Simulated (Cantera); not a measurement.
What does this Cantera script print?

```python
import numpy as np
import cantera as ct

gas_names = """
    CL CL2 H HCL H2 Si SiCL SiCL2 SiCL3 SiCL4 SiH SiHCL3 SiH2 SiH2CL2 SiH3 SiH3CL SiH4 Si2 Si3
""".split()
cond_names = """
    Si(cr) Si(L)
""".split()


# ... load() reads the species with a 1 bar reference pressure and builds the phases ...
atoms = {
    'Si': {'Si': 1},
    'HCl': {'H': 1, 'CL': 1},
    'H2': {'H': 2},
}
top_T = {}  # K; cautious upper limits of use, not melting points


# ... equilibrate(T, P, feed) seeds the gas with the atoms and calls Mixture.equilibrate('TP', solver="vcs", rtol=1e-11, max_steps=5000) ...
results = []
feed = {'Si': 1, 'HCl': 3.8, 'H2': 23}  # mol
P = 870  # Pa
for T in [1223, 1248, 1273, 1298, 1323, 1348, 1373, 1398, 1423, 1448, 1473, 1498, 1523]:
    mix = equilibrate(T, P, feed)
    results.append((T, P, feed, dict(zip(mix.species_names, mix.species_moles))))
    x = sorted(zip(gas.X, gas.species_names), reverse=True)
    print(f"T = {T:g} K  P = {P:g} Pa  gas = {mix.phase_moles(0):.4g} mol")
    print("   x: " + "  ".join(f"{s} {v:.3e}" for v, s in x if v > 1e-06))
    print("   condensed (mol): " + ("  ".join(f"{mix.phase(i).name} {mix.phase_moles(i):.4g}"
          for i in range(1, mix.n_phases) if mix.phase_moles(i) > 1e-12) or "none"))
```

It prints:

```
T = 1223 K  P = 870 Pa  gas = 26.61 mol
   x: H2 8.955e-01  HCL 7.891e-02  SiCL2 1.691e-02  SiCL4 4.162e-03  SiCL3 2.972e-03  SiHCL3 1.458e-03  SiH2CL2 6.809e-05  H 3.050e-06
   condensed (mol): Si(cr) 0.3195
T = 1248 K  P = 870 Pa  gas = 26.66 mol
   x: H2 8.924e-01  HCL 8.198e-02  SiCL2 1.890e-02  SiCL4 2.816e-03  SiCL3 2.716e-03  SiHCL3 1.080e-03  SiH2CL2 5.625e-05  H 4.730e-06
   condensed (mol): Si(cr) 0.3183
T = 1273 K  P = 870 Pa  gas = 26.7 mol
   x: H2 8.902e-01  HCL 8.413e-02  SiCL2 2.056e-02  SiCL3 2.410e-03  SiCL4 1.852e-03  SiHCL3 7.832e-04  SiH2CL2 4.584e-05  H 7.213e-06
   condensed (mol): Si(cr) 0.3151
T = 1298 K  P = 870 Pa  gas = 26.72 mol
   x: H2 8.886e-01  HCL 8.555e-02  SiCL2 2.191e-02  SiCL3 2.094e-03  SiCL4 1.196e-03  SiHCL3 5.607e-04  SiH2CL2 3.704e-05  H 1.083e-05
   condensed (mol): Si(cr) 0.3105
T = 1323 K  P = 870 Pa  gas = 26.74 mol
   x: H2 8.876e-01  HCL 8.640e-02  SiCL2 2.299e-02  SiCL3 1.794e-03  SiCL4 7.658e-04  SiHCL3 3.991e-04  SiH2CL2 2.980e-05  H 1.602e-05  CL 1.308e-06
   condensed (mol): Si(cr) 0.3051
T = 1348 K  P = 870 Pa  gas = 26.76 mol
   x: H2 8.869e-01  HCL 8.685e-02  SiCL2 2.386e-02  SiCL3 1.526e-03  SiCL4 4.898e-04  SiHCL3 2.839e-04  SiH2CL2 2.398e-05  H 2.336e-05  CL 1.907e-06
   condensed (mol): Si(cr) 0.2993
T = 1373 K  P = 870 Pa  gas = 26.77 mol
   x: H2 8.865e-01  HCL 8.702e-02  SiCL2 2.457e-02  SiCL3 1.293e-03  SiCL4 3.146e-04  SiHCL3 2.027e-04  H 3.362e-05  SiH2CL2 1.933e-05  CL 2.734e-06
   condensed (mol): Si(cr) 0.2932
T = 1398 K  P = 870 Pa  gas = 26.78 mol
   x: H2 8.863e-01  HCL 8.702e-02  SiCL2 2.516e-02  SiCL3 1.095e-03  SiCL4 2.036e-04  SiHCL3 1.456e-04  H 4.776e-05  SiH2CL2 1.564e-05  CL 3.863e-06  SiCL 1.430e-06
   condensed (mol): Si(cr) 0.2871
T = 1423 K  P = 870 Pa  gas = 26.78 mol
   x: H2 8.862e-01  HCL 8.689e-02  SiCL2 2.567e-02  SiCL3 9.290e-04  SiCL4 1.330e-04  SiHCL3 1.053e-04  H 6.704e-05  SiH2CL2 1.272e-05  CL 5.384e-06  SiCL 2.201e-06
   condensed (mol): Si(cr) 0.2809
T = 1448 K  P = 870 Pa  gas = 26.79 mol
   x: H2 8.862e-01  HCL 8.667e-02  SiCL2 2.610e-02  SiCL3 7.901e-04  H 9.302e-05  SiCL4 8.789e-05  SiHCL3 7.686e-05  SiH2CL2 1.040e-05  CL 7.414e-06  SiCL 3.332e-06
   condensed (mol): Si(cr) 0.2748
T = 1473 K  P = 870 Pa  gas = 26.79 mol
   x: H2 8.862e-01  HCL 8.641e-02  SiCL2 2.649e-02  SiCL3 6.743e-04  H 1.277e-04  SiCL4 5.873e-05  SiHCL3 5.658e-05  CL 1.009e-05  SiH2CL2 8.546e-06  SiCL 4.969e-06
   condensed (mol): Si(cr) 0.2688
T = 1498 K  P = 870 Pa  gas = 26.79 mol
   x: H2 8.862e-01  HCL 8.611e-02  SiCL2 2.683e-02  SiCL3 5.776e-04  H 1.734e-04  SiHCL3 4.202e-05  SiCL4 3.971e-05  CL 1.359e-05  SiCL 7.305e-06  SiH2CL2 7.065e-06  SiH2 1.294e-06  Si 1.153e-06
   condensed (mol): Si(cr) 0.263
T = 1523 K  P = 870 Pa  gas = 26.8 mol
   x: H2 8.862e-01  HCL 8.580e-02  SiCL2 2.714e-02  SiCL3 4.968e-04  H 2.333e-04  SiHCL3 3.149e-05  SiCL4 2.716e-05  CL 1.812e-05  SiCL 1.060e-05  SiH2CL2 5.874e-06  Si 2.072e-06  SiH2 1.777e-06
   condensed (mol): Si(cr) 0.2573
```

These are equilibrium values from Cantera (NASA tables, ideal gas, pure condensed phases), not measurements of a reactor. The tables' values for SiCl3, SiCl are old estimates; treat these amounts as uncertain.
